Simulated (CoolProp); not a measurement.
Vapour-liquid equilibrium of R125 (1) + R245fa (2) at 263.1 K; x and y are mole fractions of (1).

Model: multi-fluid Helmholtz-energy mixture model, Lemmon 2005 and Akasaka 2015; pair parameters Bell 2016, in CoolProp.

```json
[
 {"x": "0.05", "bubble pressure, mixture model (kPa)": "58.57", "bubble pressure, Raoult's law (kPa)": "55.43", "y, mixture model": "0.457", "y, Raoult's law": "0.435"},
 {"x": "0.2", "bubble pressure, mixture model (kPa)": "129.8", "bubble pressure, Raoult's law (kPa)": "122.7", "y, mixture model": "0.784", "y, Raoult's law": "0.785"},
 {"x": "0.35", "bubble pressure, mixture model (kPa)": "195.6", "bubble pressure, Raoult's law (kPa)": "190.0", "y, mixture model": "0.877", "y, Raoult's law": "0.887"},
 {"x": "0.5", "bubble pressure, mixture model (kPa)": "259.1", "bubble pressure, Raoult's law (kPa)": "257.3", "y, mixture model": "0.924", "y, Raoult's law": "0.936"},
 {"x": "0.65", "bubble pressure, mixture model (kPa)": "322.4", "bubble pressure, Raoult's law (kPa)": "324.6", "y, mixture model": "0.954", "y, Raoult's law": "0.964"},
 {"x": "0.8", "bubble pressure, mixture model (kPa)": "387.7", "bubble pressure, Raoult's law (kPa)": "391.9", "y, mixture model": "0.976", "y, Raoult's law": "0.983"},
 {"x": "0.95", "bubble pressure, mixture model (kPa)": "457.1", "bubble pressure, Raoult's law (kPa)": "459.3", "y, mixture model": "0.994", "y, Raoult's law": "0.996"}
]
```

The largest gap from Raoult's law is +5.8 % in bubble pressure, at x = 0.2. No azeotrope shows between x = 0.05 and 0.95.

Pair parameters are fitted to limited data, so mixtures are less certain than the pure fluids. The gap from Raoult's law changes sign with composition, which may be real or a fault of the pair parameters; it wasn't checked against measurements.
